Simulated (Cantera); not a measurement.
What does this Cantera script print?

```python
import numpy as np
import cantera as ct

gas_names = """
    AL ALI ALI3 ALN ALO ALO2 AL2 AL2I6 AL2O AL2O2 I I2 N NO NO2 NO3 N2 N2O O O2 O3
""".split()
cond_names = """
    AL(cr) AL(L) ALI3(s) ALI3(L) ALN(s) AL2O3(a) AL2O3(L) I2(cr) I2(L)
""".split()


# ... load() reads the species with a 1 bar reference pressure and builds the phases ...
atoms = {
    'AlI3': {'AL': 1, 'I': 3},
    'O2': {'O': 2},
    'N2': {'N': 2},
}
top_T = {'ALN(s)': 2750}  # K; cautious upper limits of use, not melting points


# ... equilibrate(T, P, feed) seeds the gas with the atoms and calls Mixture.equilibrate('TP', solver="vcs", rtol=1e-11, max_steps=5000) ...
results = []
feed = {'AlI3': 1, 'O2': 0.29, 'N2': 150}  # mol
T = 1598  # K
P = 4400  # Pa
mix = equilibrate(T, P, feed)
results.append((T, P, feed, dict(zip(mix.species_names, mix.species_moles))))
x = sorted(zip(gas.X, gas.species_names), reverse=True)
print(f"T = {T:g} K  P = {P:g} Pa  gas = {mix.phase_moles(0):.4g} mol")
print("   x: " + "  ".join(f"{s} {v:.3e}" for v, s in x if v > 0.001))
print("   condensed (mol): " + ("  ".join(f"{mix.phase(i).name} {mix.phase_moles(i):.4g}"
      for i in range(1, mix.n_phases) if mix.phase_moles(i) > 1e-12) or "none"))
```

Output:

```
T = 1598 K  P = 4400 Pa  gas = 152.7 mol
   x: N2 9.804e-01  I 1.892e-02
   condensed (mol): ALN(s) 0.5045  AL2O3(a) 0.1933
```

These are equilibrium values from Cantera (NASA tables, ideal gas, pure condensed phases), not measurements of a reactor. Mutual solubility and eutectic melting of coexisting phases are not modelled.
